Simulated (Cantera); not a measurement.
A closed system holds: 1 mol Cu2O, 1.1 mol CH4, 0.11 mol CO, at 2.80 bar.

Cantera equilibrium calculation (NASA polynomials, part measured and part estimated; ideal gas, pure solids and liquids). Candidate condensed phases: C, C6H6, C7H8, C8H18, Cu, CuO, Cu(OH)2, Cu2O, H2O; 113 gas species. Kinetics and transport are ignored. All values below are at 1448 K.

Base state: H2 0.659, CO 0.335, CH4 0.00406, H2O 0.00157, CO2 0.000336 (mole fractions); condensed: C(graphite) + Cu(l).

Q: What changes in the equilibrium state with this change: Cu2O replaced by TiO2?

A: 
| species | before | after |
|---|---|---|
| H2 | 0.659 | 0.825 |
| CO | 0.335 | 0.168 |
| CH4 | 0.00406 | 0.00635 |
| CO2 | 0.000336 | 8.43e-5 |
| H2O | 0.00157 | 0.000982 |
| C(graphite), mol | 0.0929 | 0.753 |
| Cu(l), mol | 2.00 | 0 |
| Ti3O5(s), mol | 0 | 0.333 |
Further candidate phases: Ti, TiC, TiO, TiO2, Ti2O3, Ti3O5, Ti4O7.
